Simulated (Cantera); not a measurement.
What does this Cantera script print?

```python
import numpy as np
import cantera as ct

gas_names = [...]  # 113 gases of nasa_gas.yaml made of C, F, H, Si
cond_names = """
    C(gr) C6H6(L) C7H8(L) C8H18(L),n-octa Si(cr) Si(L) SiC(b)
""".split()


# ... load() reads the species with a 1 bar reference pressure and builds the phases ...
atoms = {
    'CHF3': {'C': 1, 'H': 1, 'F': 3},
    'Si': {'Si': 1},
    'H2': {'H': 2},
}
top_T = {'C(gr)': 4500, 'SiC(b)': 3050}  # K; cautious upper limits of use, not melting points


# ... equilibrate(T, P, feed) seeds the gas with the atoms and calls Mixture.equilibrate('TP', solver="vcs", rtol=1e-11, max_steps=5000) ...
results = []
feed = {'CHF3': 1, 'Si': 0.063, 'H2': 2}  # mol
T = 1675  # K
P = 62000  # Pa
mix = equilibrate(T, P, feed)
results.append((T, P, feed, dict(zip(mix.species_names, mix.species_moles))))
print(gas.report(threshold=0.001))
for i in range(1, mix.n_phases):
    print(f"{mix.phase(i).name:16s} {mix.phase_moles(i):12.5e} mol")
```

It prints:

```
       temperature   1675 K
          pressure   62000 Pa
           density   0.072154 kg/m^3
  mean mol. weight   16.208 kg/kmol
   phase of matter   gas

                          1 kg             1 kmol
                     ---------------   ---------------
          enthalpy       -1.0646e+07       -1.7255e+08  J
   internal energy       -1.1506e+07       -1.8648e+08  J
           entropy             13966        2.2635e+05  J/K
    Gibbs function       -3.4039e+07       -5.5169e+08  J
 heat capacity c_p            2104.8             34114  J/K
 heat capacity c_v            1591.8             25800  J/K

                      mass frac. Y      mole frac. X     chem. pot. / RT
                     ---------------   ---------------   ---------------
                HF           0.86165           0.69804           -44.517
                H2          0.035549            0.2858           -20.661
              SiF4           0.10244          0.015952           -164.46
     [ +110 minor]        0.00036445        0.00021033

C(gr)             9.99626e-01 mol
Si(cr)            0.00000e+00 mol
SiC(b)            0.00000e+00 mol
```

Method: chemical equilibrium by Gibbs-energy minimisation in Cantera with the NASA 1993 tables (ideal gas, pure condensed phases). The tables' values for SiF3 are old estimates; treat these amounts as uncertain.
